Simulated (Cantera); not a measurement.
Moist CO burnout

An isothermal, constant-pressure homogeneous reactor starts with 0.190 % CO, 5.02 % O2, 0.0199 % H2O, 94.8 % N2, equivalence ratio 0.019, at 975 K and 88000 Pa.

Computed with Cantera and GRI-Mech 3.0 (53 species, 325 reactions).

```tsv
t (s)	x CO	x O2	x H2O	x NO2	x CO2	x N2O
2.00e-5	0.00190	0.0502	0.000199	<1e-12	<1e-12	<1e-12
5.97e-5	0.00190	0.0502	0.000199	<1e-12	2.98e-12	<1e-12
0.000178	0.00190	0.0502	0.000199	<1e-12	8.92e-12	<1e-12
0.000532	0.00190	0.0502	0.000199	<1e-12	2.68e-11	<1e-12
0.00159	0.00190	0.0502	0.000199	<1e-12	8.16e-11	<1e-12
0.00475	0.00190	0.0502	0.000199	<1e-12	2.59e-10	<1e-12
0.0142	0.00190	0.0502	0.000199	<1e-12	9.09e-10	<1e-12
0.0423	0.00190	0.0502	0.000199	<1e-12	3.76e-9	2.75e-12
0.126	0.00190	0.0502	0.000199	<1e-12	1.92e-8	1.66e-11
0.377	0.00190	0.0502	0.000199	<1e-12	1.54e-7	1.08e-10
1.13	0.00189	0.0502	0.000199	<1e-12	5.12e-6	2.15e-9
3.36	0.00180	0.0502	0.000199	8.81e-12	9.27e-5	2.49e-8
10.0	0.00154	0.0501	0.000199	1.30e-10	0.000356	9.18e-8
30.0	0.000972	0.0498	0.000199	1.07e-9	0.000924	2.47e-7
```
x: mole fraction; the columns are a selection and need not sum to one.

Equilibrium at this temperature and pressure: CO <1e-12, O2 0.0493, H2O 0.000199, NO2 3.68e-7, CO2 0.00190, N2O 1.10e-9 (gas phase only).
